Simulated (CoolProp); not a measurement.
Saturation properties of CHF3 (R23).

Model: reference Helmholtz-energy equation of state, Penoncello 2003, in CoolProp.

| T (°C) | p (bar) | liquid density (kg/m³) | vapour density (kg/m³) |
|---|---|---|---|
| -79.65 | 1.160 | 1437 | 5.293 |
| -72.75 | 1.683 | 1410 | 7.515 |
| -65.95 | 2.364 | 1383 | 10.37 |
| -59.05 | 3.255 | 1354 | 14.07 |
| -52.15 | 4.383 | 1325 | 18.74 |
| -45.25 | 5.787 | 1294 | 24.59 |
| -38.45 | 7.480 | 1262 | 31.73 |
| -31.55 | 9.554 | 1228 | 40.67 |
| -24.65 | 12.03 | 1192 | 51.70 |
| -17.75 | 14.96 | 1154 | 65.33 |
| -10.95 | 18.34 | 1112 | 82.03 |

It boils at -82.0 °C under 1 atm.
